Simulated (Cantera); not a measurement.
Gas activation for diamond growth

A perfectly stirred reactor is fed with CH4 : H2 : O2 = 0.0091 : 1 : 0.0036 (molar parts), equivalence ratio 140, at 0.0263 atm; it is held at 2375 K, and followed from long to short residence time.

Model: GRI-Mech 3.0 (53 species, 325 reactions), integrated in Cantera. Radical loss at walls, strong at low pressure, is not modelled.

```
τ (s)      x CH4   x H2     x O2      x CO     x H
------  --------  -----  -------  --------  ------
14       8.50e-6  0.911  5.58e-9   0.00669  0.0817
4.8      1.49e-5  0.913  1.68e-8   0.00662  0.0794
1.6      2.93e-5  0.919  5.46e-8   0.00642  0.0733
0.56     6.74e-5  0.930  1.86e-7   0.00589  0.0618
0.19    0.000184  0.944  7.23e-7   0.00462  0.0472
0.065   0.000478  0.954  2.80e-6   0.00278  0.0359
0.022    0.00115  0.960  1.06e-5   0.00124  0.0279
0.0075   0.00249  0.965  3.95e-5  0.000488  0.0219
```
x: mole fraction; the columns are a selection and need not sum to one.
